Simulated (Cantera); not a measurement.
# Low-pressure radical oxidation in H2/O2

An isothermal, constant-pressure homogeneous reactor starts with 0.931 % H2, 99.1 % O2, at 1275 K and 1500 Pa.

Computed with Cantera and the H2/O2 subset of GRI-Mech 3.0, which has no nitrogen chemistry. Radical loss at walls, strong at low pressure, is not modelled.

```csv
t (s),x H2,x O2,x H,x H2O2,x O,x H2O
0.000400,0.00931,0.991,3.17e-9,4.45e-12,2.21e-8,1.09e-8
0.00119,0.00931,0.991,2.56e-8,3.76e-11,2.57e-7,2.40e-7
0.00356,0.00917,0.991,8.83e-6,4.84e-10,9.19e-5,0.000101
0.0106,4.59e-5,0.982,0.000329,1.79e-8,0.00798,0.00863
0.0317,3.26e-5,0.983,0.000273,1.62e-8,0.00728,0.00871
0.0948,2.52e-5,0.985,0.000184,1.54e-8,0.00558,0.00883
0.283,1.35e-5,0.987,7.08e-5,1.32e-8,0.00294,0.00901
0.844,4.11e-6,0.990,1.17e-5,8.60e-9,0.000882,0.00919
2.52,7.83e-7,0.990,9.71e-7,3.55e-9,0.000167,0.00929
7.52,1.30e-7,0.991,6.56e-8,9.79e-10,2.76e-5,0.00933
22.4,2.45e-8,0.991,5.42e-9,2.39e-10,5.23e-6,0.00934
67.0,6.65e-9,0.991,7.68e-10,7.50e-11,1.42e-6,0.00935
200,4.30e-9,0.991,4.01e-10,5.18e-11,9.21e-7,0.00935
```
x: mole fraction; the columns are a selection and need not sum to one.

Equilibrium at this temperature and pressure: H2 4.26e-9, O2 0.991, H 3.96e-10, H2O2 5.14e-11, O 9.13e-7, H2O 0.00935 (gas phase only).
